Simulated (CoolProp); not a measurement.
A single-stage vapour-compression cycle with trans-2-butene: evaporating at 289.15 K (dew point), condensing at 326.15 K (bubble point), superheat 10 K, subcooling 5 K, compressor efficiency 0.6, no pressure losses. Each further row changes one setting.

Computed with CoolProp (reference Helmholtz-energy equation of state, Lemmon 2005). It is a short technical equation, of lower accuracy than the large ones.

| case | cooling COP | pressure ratio | discharge temperature (K) | refrigerating effect (kJ/kg) | volumetric capacity (kJ/m³) |
|---|---|---|---|---|---|
| as stated | 4.20 | 2.99 | 351.6 | 331 | 1380 |
| evaporating temperature 294.15 K | 5.04 | … | 349.0 | … | … |
| condensing temperature 321.15 K | 4.97 | … | 345.2 | 343 | 1430 |
| subcooling 10 K | … | 2.99 | 351.6 | 343 | 1430 |
| superheat 20 K | 4.24 | 2.99 | … | 348 | … |
| compressor efficiency 0.5 | 3.50 | 2.99 | … | 331 | 1380 |

What belongs in the gaps?


- evaporating temperature 294.15 K, pressure ratio: 2.53
- evaporating temperature 294.15 K, refrigerating effect (kJ/kg): 338
- evaporating temperature 294.15 K, volumetric capacity (kJ/m³): 1640
- condensing temperature 321.15 K, pressure ratio: 2.62
- subcooling 10 K, cooling COP: 4.36
- superheat 20 K, discharge temperature (K): 362.0
- superheat 20 K, volumetric capacity (kJ/m³): 1390
- compressor efficiency 0.5, discharge temperature (K): 359.8
